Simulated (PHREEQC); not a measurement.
1 kg of water holding 0.0066 mol NaCl and 0.035 mol Na2SO4 is evaporated at 50 °C; the solids stay in contact with the brine. No CO2 enters from the air. Solids allowed: Halite, Mirabilite, Thenardite. Others were left out.

The series has 28 steps of water left (kg), from 1 to 0.005012.

The numbers come from PHREEQC with the Pitzer model, pitzer.dat.

Task: Which solids form, in which order, and at which step of the series does each first stand?

Result: Thenardite from water left = 0.01099 kg.

Complexes and solids missing from the database can't appear. Away from 25 °C the constants follow the database's enthalpies or fits; those with neither stay at their 25 °C values.
